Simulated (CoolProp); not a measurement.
Values from CoolProp's reference Helmholtz-energy equation of state, Smukala 2000.

### Question
Give the vapour pressure (MPa), vapour density (kg/m³), enthalpy of vaporisation (kJ/kg), surface tension (mN/m) of saturated ethylene at 181.6, 218 K.

### Answer
```csv
T (K),p (MPa),vapour density (kg/m³),enthalpy of vaporisation (kJ/kg),surface tension (mN/m)
181.6,0.197,3.87,464,14.3
218,0.894,16.3,396,8.45
```

Surface tension comes from a separate correlation (Mulero 2012).
